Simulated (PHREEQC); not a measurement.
Dissolve 23 mmol/kgw H2SO4 at 25 °C. Closed to the air; pH follows from the charge balance.

All values are PHREEQC results (ion-association model, phreeqc.dat), not measurements.

```
quantity                  before   after
------------------------  ------  ------
pH                          1.56    2.16
ionic strength (mol/kgw)  0.0409  0.0107
```

### Question
What was changed between the two runs?
A) temperature from 25 to 30 °C
B) temperature from 25 to 75 °C
C) H2SO4 from 0.023 to 0.0207 mol/kgw
D) H2SO4 replaced by NaHSO4 at the same molality
E) H2SO4 from 0.023 to 0.0046 mol/kgw

### Answer
E, H2SO4 from 0.023 to 0.0046 mol/kgw

Precipitation was switched off in this run.
